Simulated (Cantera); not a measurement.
An isothermal, constant-pressure homogeneous reactor starts with 40.0 % N2O, 60.0 % N2, at 1550 K and 0.180 bar.

Detailed kinetics in Cantera: GRI-Mech 3.0 (53 species, 325 reactions). GRI-Mech 3.0 was tuned for natural gas; its chemistry of N2O as a main component is partial and can be far from experiment. The temperature is held fixed by assumption; the heat of reaction is taken as removed at once.

One state of this run: x N2O = 2.35e-6; x NO = 0.0851; x NO2 = 0.000128; x O2 = 0.124; x N2 = 0.791. x: mole fraction; the columns are a selection and need not sum to one.

Task: Which value of t (s) does it belong to?
A) 0.00837
B) 0.242
C) 0.00156
D) 7.00

Result: D, 7.00
